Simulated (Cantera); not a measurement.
Charge: 1 mol CH3OH, 2.4 mol H2, held at 1198 K and 1.90 bar.

Cantera equilibrium calculation (NASA polynomials, part measured and part estimated; ideal gas, pure solids and liquids). Candidate condensed phases: C, C6H6, C7H8, C8H18, H2O; 110 gas species. Kinetics and transport are ignored.

Base state: H2 0.799, CO 0.175, CH4 0.0126, H2O 0.0109, CO2 0.00175 (mole fractions); condensed: gas only.

### Question
What changes in the equilibrium state with this change: CH3OH replaced by C2H2?

### Answer
```csv
species,before,after
H2,0.799,0.971
CH4,0.0126,0.0287
CO,0.175,0
H2O,0.0109,0
CO2,0.00175,0
"C(graphite), mol",0,1.90
```
